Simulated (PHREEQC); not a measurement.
Dissolve 11 mmol/kgw MnSO4, 7.9 mmol/kgw MgSO4 and 40 mmol/kgw H2SO4 at 25 °C. Closed to the air; pH follows from the charge balance.

Computed with PHREEQC (ion-association model, phreeqc.dat).

| quantity | before | after |
|---|---|---|
| pH | 1.42 | 3.13 |
| HSO4- (mol/kgw) | 0.0334 | 3.36e-5 |
| SO4-2 (mol/kgw) | 0.0188 | 0.000542 |
| Mn+2 (mol/kgw) | 0.00742 | 0.000103 |
| Mg+2 (mol/kgw) | 0.00480 | 7.27e-5 |
| SI of Pyrochroite (Mn(OH)2) | -14.90 | -13.00 |

Q: What was changed between the two runs?
(A) diluted 100-fold with water
(B) H2SO4 replaced by (NH4)2SO4 at the same molality
(C) H2SO4 left out
(D) 0.0014 mol/kgw TMAH added
(E) MgSO4 from 0.0079 to 0.079 mol/kgw

A: A, diluted 100-fold with water

This is a speciation only: nothing precipitates in the calculation.
